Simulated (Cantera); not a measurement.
A closed system holds: 1 mol Si3H8, 0.8 mol Cl2, 71 mol H2, at 1.10 bar.

Cantera equilibrium calculation (NASA polynomials, part measured and part estimated; ideal gas, pure solids and liquids). Candidate condensed phases: Si; 19 gas species. The feed counts by its element totals alone. The tables' values for SiCl3 are old estimates; treat these amounts as uncertain. Equilibrium is a limit: real reactors are often held back by kinetics, nucleation or transport.

x: gas mole fraction; n: condensed amount in mol.

```json
[
 {"T (K)": "948", "x H2": "0.992", "x HCl": "0.00276", "x SiHCl3": "?", "x SiCl4": "0.00196", "n Si(s)": "2.57"},
 {"T (K)": "1023", "x H2": "0.990", "x HCl": "0.00510", "x SiHCl3": "?", "x SiCl4": "0.00166", "n Si(s)": "2.62"},
 {"T (K)": "1098", "x H2": "0.988", "x HCl": "0.00833", "x SiHCl3": "?", "x SiCl4": "0.00124", "n Si(s)": "2.69"},
 {"T (K)": "1173", "x H2": "0.985", "x HCl": "0.0120", "x SiHCl3": "?", "x SiCl4": "0.000750", "n Si(s)": "2.77"},
 {"T (K)": "1248", "x H2": "0.983", "x HCl": "0.0152", "x SiHCl3": "?", "x SiCl4": "0.000346", "n Si(s)": "2.84"},
 {"T (K)": "1323", "x H2": "0.981", "x HCl": "0.0172", "x SiHCl3": "?", "x SiCl4": "0.000124", "n Si(s)": "2.88"},
 {"T (K)": "1398", "x H2": "0.981", "x HCl": "0.0181", "x SiHCl3": "?", "x SiCl4": "3.92e-5", "n Si(s)": "2.90"},
 {"T (K)": "1473", "x H2": "0.980", "x HCl": "0.0184", "x SiHCl3": "?", "x SiCl4": "1.25e-5", "n Si(s)": "2.90"}
]
```

### Question
Fill in the missing entries.

### Answer

- 948, x SiHCl3: 0.00316
- 1023, x SiHCl3: 0.00273
- 1098, x SiHCl3: 0.00213
- 1173, x SiHCl3: 0.00143
- 1248, x SiHCl3: 0.000789
- 1323, x SiHCl3: 0.000359
- 1398, x SiHCl3: 0.000149
- 1473, x SiHCl3: 6.25e-5
